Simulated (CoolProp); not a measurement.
Vapour-liquid equilibrium of CF4 (R14) (1) + ethane (2) at 182.8 K; x and y are mole fractions of (1).

Model: multi-fluid Helmholtz-energy mixture model, Platzer 1990 and Bücker 2006; pair parameters Bell 2016, in CoolProp. This equation is an older, rougher fit; its heat capacities, sound speeds and derivatives of the liquid may be far off and weren't checked against measurements.

| x | bubble pressure (kPa) | y at the bubble point | dew pressure at overall composition x (kPa) | liquid density (mol/L) |
|---|---|---|---|---|
| 0.05 | 293.7 | 0.684 | 96.92 | 18.01 |
| 0.2 | 560.0 | 0.836 | 115.3 | 17.55 |
| 0.35 | (withheld) | 0.855 | 142.2 | 17.08 |
| 0.5 | 640.7 | 0.863 | 185.2 | 16.64 |
| 0.65 | 670.8 | 0.878 | (withheld) | 16.25 |
| 0.8 | 717.3 | 0.911 | (withheld) | 15.93 |
| 0.95 | 774.3 | 0.972 | 756.9 | 15.71 |

Problem. Some entries are withheld; supply them.

Solution. 
- 0.35, bubble pressure (kPa): 619.2
- 0.65, dew pressure at overall composition x (kPa): 265.2
- 0.8, dew pressure at overall composition x (kPa): 463.2

No azeotrope shows between x = 0.05 and 0.95.

Pair parameters are fitted to limited data, so mixtures are less certain than the pure fluids. With so large a gap from Raoult's law the liquid may split in two, which this calculation doesn't test in full.
